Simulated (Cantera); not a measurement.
Charge: 1 mol SiH2Cl2, 0.12 mol H2O, 5.7 mol N2, held at 0.133 bar.

Equilibrium computed with Cantera from the NASA thermochemical tables; the gas is ideal and each condensed phase is pure. Candidate condensed phases: H2O, NH4Cl, Si, SiO2, Si2N2O, Si3N4; 47 gas species. N2 is the only nitrogen source here; it is nearly inert below about 1500 K, so the nitride shown seldom forms there in practice. Mutual solubility and eutectic melting of coexisting phases are not modelled. Kinetics and transport are ignored.

Over these rows the condensed part is Si2N2O(s) + Si3N4(s). Partial pressures as log10 of bar:

```json
[
 {"T (K)": "1050", "1000/T (1/K)": "0.9524", "log p SiCl4": "-2.44", "log p N2": "-1.01", "log p HCl": "-1.64", "log p H2": "-2.02"},
 {"T (K)": "1200", "1000/T (1/K)": "0.8333", "log p SiCl4": "?", "log p N2": "-1.01", "log p HCl": "-1.62", "log p H2": "-2.05"},
 {"T (K)": "1350", "1000/T (1/K)": "0.7407", "log p SiCl4": "-2.55", "log p N2": "-1.01", "log p HCl": "-1.60", "log p H2": "-2.07"},
 {"T (K)": "1500", "1000/T (1/K)": "0.6667", "log p SiCl4": "-2.74", "log p N2": "-1.02", "log p HCl": "-1.62", "log p H2": "-2.07"},
 {"T (K)": "1650", "1000/T (1/K)": "0.6061", "log p SiCl4": "-3.30", "log p N2": "-1.02", "log p HCl": "-1.70", "log p H2": "-1.99"},
 {"T (K)": "1800", "1000/T (1/K)": "0.5556", "log p SiCl4": "-4.22", "log p N2": "-1.02", "log p HCl": "-1.86", "log p H2": "-1.90"}
]
```

### Question
Fit log p(SiCl4) = a + b·(1000/T) to the five rows, give the apparent enthalpy, and predict the row at 1200 K.

### Answer
Means: 1000/T = 0.7043, log p = -3.050. Sxy = 0.356414, Sxx = 0.0960473, so b = 3.71 and a = -3.050 − (3.71)×0.7043 = -5.66.
Apparent enthalpy: −19.145 × (3.71) = -71 kJ/mol. With the condensed phases at unit activity, 1/3 Si3N4(s) + 4 HCl(g) = SiCl4(g) + 2/3 N2(g) + 2 H2(g) links this pressure to the main gases: over the six rows their terms move log p by -1.11 in all, so the slope isn't that reaction's ΔH° alone. The five rows lie within 0.62 of the line; that is curvature, so one enthalpy describes this range poorly.
Prediction at 1200 K: -5.66 + (3.71)×0.8333 = -2.57. The computed value is -2.49, 0.08 from the line.
